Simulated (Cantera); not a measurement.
Source: NASA polynomial tables (part measured, part estimated), evaluated in Cantera. Values are per mole of reaction as written; species without (g) are pure solids or liquids, kept so even where they would boil at 1 bar.

2 V2O4 + 2 OH(g) ⇌ 2 V2O5 + H2(g)

```csv
T (K),ΔH° (kJ),ΔS° (J/K),ΔG° (kJ),log10 K
1275,-201.0,-83.3,-94.8,3.88
1375,-199.7,-82.3,-86.5,3.29
1475,(withheld),(withheld),(withheld),(withheld)
1575,(withheld),(withheld),(withheld),(withheld)
1675,-198.5,-81.5,-62.0,1.93
1775,-198.9,-81.8,-53.8,1.58
```

Question: What belongs in the gaps?

Answer: 
- 1475, ΔH° (kJ): -198.8
- 1475, ΔS° (J/K): -81.7
- 1475, ΔG° (kJ): -78.3
- 1475, log10 K: 2.77
- 1575, ΔH° (kJ): -198.4
- 1575, ΔS° (J/K): -81.5
- 1575, ΔG° (kJ): -70.1
- 1575, log10 K: 2.33
